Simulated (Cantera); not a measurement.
Charge: 1 mol toluene, 1.8 mol H₂, 11 mol N₂, held at 2577 °C and 1000 Pa.

These are equilibrium values from Cantera (NASA tables, ideal gas, pure condensed phases), not measurements of a reactor. Equilibrium is a limit: real reactors are often held back by kinetics, nucleation or transport.

```
species             before     after
----------------  --------  --------
N₂                   0.518     0.518
H                    0.314     0.314
H₂                   0.104     0.104
HNC                0.00589   0.00589
CNC                1.37e-5   1.37e-5
C₂N₂              0.000253  0.000253
HCN                 0.0353    0.0353
C₄H₂               6.70e-5   6.70e-5
CH                 2.12e-5   2.12e-5
C₄                 1.24e-5   1.24e-5
C                  0.00113   0.00113
C₂                0.000570  0.000570
CN                 0.00946   0.00946
C(graphite), mol      5.32      1.32
```
Gas species are given as mole fractions.

### Question
Which change was made?
(A) toluene replaced by C₃H₈
(B) toluene replaced by CH₄
(C) temperature from 2577 °C to 1002 °C
(D) temperature from 2577 °C to 252 °C

### Answer
A, toluene replaced by C₃H₈
